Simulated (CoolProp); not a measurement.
A single-stage vapour-compression cycle with R142b: evaporating at 239.15 K (dew point), condensing at 278.15 K (bubble point), superheat 0 K, subcooling 2 K, compressor efficiency 0.7, no pressure losses. Each further row changes one setting.

Model: reference Helmholtz-energy equation of state, Lemmon 2006, in CoolProp. It is a short technical equation, of lower accuracy than the large ones.

| case | cooling COP | pressure ratio | discharge temperature (K) | refrigerating effect (kJ/kg) | volumetric capacity (kJ/m³) |
|---|---|---|---|---|---|
| as stated | 3.80 | 5.32 | 306.3 | 192 | 322 |
| evaporating temperature 244.15 K | 4.53 | 4.15 | 301.6 | 195 | 414 |
| condensing temperature 273.15 K | 4.45 | 4.43 | 298.7 | 198 | 333 |
| subcooling 7 K | 3.93 | 5.32 | 306.3 | 198 | 333 |
| superheat 10 K | 3.79 | 5.32 | 317.2 | 199 | 321 |
| compressor efficiency 0.6 | 3.26 | 5.32 | 315.8 | 192 | 322 |
